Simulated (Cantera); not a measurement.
A closed system holds: 1 mol SiHCl₃, 20 mol N₂, held at 1875 K and 82.5 Torr.

Equilibrium computed with Cantera from the NASA thermochemical tables; the gas is ideal and each condensed phase is pure. Candidate condensed phases: NH₄Cl, Si, Si₃N₄; 28 gas species. The tables' values for SiCl₃, SiCl are old estimates; treat these amounts as uncertain. Kinetics and transport are ignored.

Base state: N₂ 0.911, SiCl₂ 0.0413, HCl 0.0397, SiCl₃ 0.00375, H₂ 0.00284, Cl 0.00111, SiCl₄ 0.000481, H 0.000105 (mole fractions); condensed: gas only.

Task: What changes in the equilibrium state with this change: temperature from 1875 K to 2023 K?

Result: 
```tsv
species	before	after
N₂	0.911	0.909
SiCl₂	0.0413	0.0429
HCl	0.0397	0.0397
Cl	0.00111	0.00325
Si	2.19e-6	1.62e-5
SiCl	3.06e-5	0.000110
```

Task: What changes in the equilibrium state with this change: temperature from 1875 K to 1048 K?

Result: 
```csv
species,before,after
N₂,0.911,0.931
HCl,0.0397,0.0401
SiCl₄,0.000481,0.0254
SiCl₂,0.0413,9.68e-7
Cl,0.00111,1.43e-8
H,0.000105,1.39e-9
SiCl,3.06e-5,<1e-9
"Si₃N₄(s), mol",0,0.154
```
N₂ is the only nitrogen source here; it is nearly inert below about 1500 K, so the nitride shown seldom forms there in practice. The tables' values for SiCl₃ are old estimates; treat these amounts as uncertain.
